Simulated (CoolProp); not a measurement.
Computed with CoolProp (reference Helmholtz-energy equation of state, Span 1996).

### Question
For carbon dioxide, give the phase and the Z, cv (kJ/(kg K)), speed of sound (m/s), Joule-Thomson coefficient (K/MPa) at 430.5 K and 16.4 MPa; 521.1 K and 16.4 MPa.

### Answer
- 430.5 K and 16.4 MPa: supercritical; Z 0.806, cv 0.863, speed of sound 310, Joule-Thomson coefficient 3.12
- 521.1 K and 16.4 MPa: supercritical; Z 0.929, cv 0.879, speed of sound 352, Joule-Thomson coefficient 2.11
